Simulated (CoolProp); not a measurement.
Model: reference Helmholtz-energy equation of state, Thol 2018, in CoolProp.

Question: For hydrogen chloride, give the phase and the cp (kJ/(kg K)), cv (kJ/(kg K)), expansivity (1/kK), fugacity coefficient at 357.9 K and 12.8 MPa; 357.9 K and 19.2 MPa; 357.9 K and 20.8 MPa.

Answer: 
- 357.9 K and 12.8 MPa: supercritical; cp 4.60, cv 0.956, expansivity 26.0, fugacity coefficient 0.623
- 357.9 K and 19.2 MPa: supercritical; cp 2.82, cv 0.860, expansivity 10.7, fugacity coefficient 0.485
- 357.9 K and 20.8 MPa: supercritical; cp 2.57, cv 0.848, expansivity 8.94, fugacity coefficient 0.462
